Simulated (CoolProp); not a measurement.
Computed with CoolProp (reference Helmholtz-energy equation of state, Lemmon 2003). It is a pseudo-pure fit of the blend.

Question: For R507A, give the phase and the density (kg/m³), Joule-Thomson coefficient (K/MPa), conductivity (mW/(m K)) at -68.15 °C and 0.529 MPa; -68.15 °C and 0.926 MPa; -68.15 °C and 1.32 MPa.

Answer: 
- -68.15 °C and 0.529 MPa: liquid; density 1380, Joule-Thomson coefficient -0.334, conductivity 103
- -68.15 °C and 0.926 MPa: liquid; density 1380, Joule-Thomson coefficient -0.335, conductivity 103
- -68.15 °C and 1.32 MPa: liquid; density 1380, Joule-Thomson coefficient -0.336, conductivity 103

Thermal conductivity comes from a separate model (Geller 2001).
